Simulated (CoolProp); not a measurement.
Vapour-liquid equilibrium of C2F6 (R116) (1) + R134a (2) at 0.188 MPa; x and y are mole fractions of (1).

Computed with CoolProp (multi-fluid Helmholtz-energy mixture model, Lemmon 2006 and Tillner-Roth 1994; pair parameters Bell 2016).

```tsv
x	bubble temperature (K)	y at the bubble point	dew temperature at overall composition x (K)	liquid density (mol/L)
0.05	240.6	0.605	260.2	13.47
0.125	223.8	0.845	258.2	13.64
0.2	216.6	0.903	256.0	13.55
0.275	213.4	0.923	253.7	13.34
0.35	211.9	0.932	251.2	13.10
0.425	211.3	0.935	248.5	12.84
0.5	211.0	0.937	245.5	12.57
0.575	210.8	0.939	242.1	12.32
0.65	210.5	0.941	238.2	12.08
0.725	210.2	0.944	233.7	11.85
0.8	209.6	0.951	228.0	11.65
0.875	208.9	0.962	220.3	11.47
0.95	208.0	0.981	209.7	11.31
```

No azeotrope shows between x = 0.05 and 0.95.

Pair parameters are fitted to limited data, so mixtures are less certain than the pure fluids. With so large a gap from Raoult's law the liquid may split in two, which this calculation doesn't test in full.
